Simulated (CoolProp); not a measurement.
A Linde-Hampson liquefier for nitrogen: isothermal reversible compression at 250 K from 1 atm to 15 MPa, throttling to 1 atm, return gas leaving the recuperator 10 K below the feed. Each further row changes one setting.

The numbers come from the reference Helmholtz-energy equation of state, Span 2000 in CoolProp.

```tsv
case	liquid yield per pass	compression work (kJ/kg of gas)
as stated	0.081	365
high pressure 30 MPa	0.126	418
warm-end temperature 280 K	0.052	413
warm-end gap 15 K	0.068	365
```
